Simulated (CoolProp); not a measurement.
Vapour pressure (MPa) of n-perfluorohexane: the reference equation beside estimates from Tc = 448.0 K, pc = 1.742 MPa, ω = 0.497.

Computed with CoolProp (reference Helmholtz-energy equation of state, Gao 2022).

| T (K) | reference | Lee-Kesler | van der Waals | Peng-Robinson |
|---|---|---|---|---|
| 317.3 | 0.06385 | 0.06386 | 0.3705 | 0.06427 |
| 321 | 0.07318 | 0.07324 | 0.3928 | 0.07358 |
| 324.7 | 0.08356 | 0.08368 | 0.4159 | 0.08393 |
| 328.4 | 0.09505 | 0.09524 | 0.4399 | 0.09540 |
| 332.1 | 0.1077 | 0.1080 | 0.4648 | 0.1081 |
| 335.8 | 0.1217 | 0.1221 | 0.4905 | 0.1221 |
| 339.4 | 0.1366 | 0.1371 | 0.5164 | 0.1370 |
| 343.1 | 0.1534 | 0.1540 | 0.5439 | 0.1538 |
| 346.8 | 0.1717 | 0.1724 | 0.5724 | 0.1721 |
| 350.5 | 0.1916 | 0.1925 | 0.6018 | 0.1921 |
| 354.2 | 0.2133 | 0.2143 | 0.6321 | 0.2139 |
| 357.9 | 0.2368 | 0.2380 | 0.6634 | 0.2376 |
| 361.6 | 0.2622 | 0.2636 | 0.6956 | 0.2632 |
| 365.2 | 0.2889 | 0.2905 | 0.7279 | 0.2902 |
| 368.9 | 0.3184 | 0.3202 | 0.7620 | 0.3201 |

Absolute difference from the reference over all 15 rows, mean and median: Lee-Kesler 0.4 and 0.4 %, van der Waals 275.0 and 254.6 %, Peng-Robinson 0.4 and 0.4 %.
